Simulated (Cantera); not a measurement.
# Adiabatic ignition

An adiabatic, constant-volume homogeneous reactor starts with CH₄ : CO : O₂ : N₂ = 1 : 1.2 : 4.81 : 54 (molar parts), at 1348 K and 5.00 bar.

Computed with Cantera and GRI-Mech 3.0 (53 species, 325 reactions).

| t (s) | T (K) | P (bar) | x CH₄ | x CO | x O₂ | x CH₂CO | x CH₃ | x O |
|---|---|---|---|---|---|---|---|---|
| 3.00e-6 | 1348 | 5.00 | 0.0164 | 0.0197 | 0.0788 | <1e-12 | 2.73e-8 | 2.32e-9 |
| 1.05e-5 | 1348 | 5.00 | 0.0164 | 0.0197 | 0.0788 | <1e-12 | 1.18e-7 | 2.55e-9 |
| 3.70e-5 | 1348 | 5.00 | 0.0164 | 0.0197 | 0.0788 | 5.94e-12 | 5.00e-7 | 3.28e-9 |
| 0.000130 | 1348 | 5.00 | 0.0164 | 0.0197 | 0.0788 | 1.01e-10 | 2.44e-6 | 6.71e-9 |
| 0.000456 | 1348 | 5.00 | 0.0164 | 0.0197 | 0.0788 | 2.34e-9 | 1.12e-5 | 2.42e-8 |
| 0.00160 | 1351 | 5.01 | 0.0160 | 0.0196 | 0.0786 | 1.25e-7 | 2.34e-5 | 7.71e-8 |
| 0.00562 | 2007 | 7.37 | <1e-12 | 9.86e-5 | 0.0365 | <1e-12 | <1e-12 | 4.99e-5 |
| 0.0197 | 2007 | 7.37 | <1e-12 | 9.85e-5 | 0.0365 | <1e-12 | <1e-12 | 4.98e-5 |
| 0.0693 | 2006 | 7.37 | <1e-12 | 9.82e-5 | 0.0364 | <1e-12 | <1e-12 | 4.96e-5 |
| 0.243 | 2005 | 7.36 | <1e-12 | 9.74e-5 | 0.0362 | <1e-12 | <1e-12 | 4.89e-5 |
| 0.854 | 2001 | 7.35 | <1e-12 | 9.54e-5 | 0.0356 | <1e-12 | <1e-12 | 4.72e-5 |
| 3.00 | 1997 | 7.34 | <1e-12 | 9.33e-5 | 0.0349 | <1e-12 | <1e-12 | 4.55e-5 |
x: mole fraction; the columns are a selection and need not sum to one.

| Quantity | Result |
|---|---|
| time of steepest temperature rise | 3.10 ms |
| temperature at 3.00 s | 1997 K |
| equilibrium temperature | 1997 K |
| x(CH₄) at 3.00 s | <1e-12 (gas-phase equilibrium <1e-12) |
| x(CO) at 3.00 s | 9.33e-5 (gas-phase equilibrium 9.30e-5) |
| x(O₂) at 3.00 s | 0.0349 (gas-phase equilibrium 0.0348) |
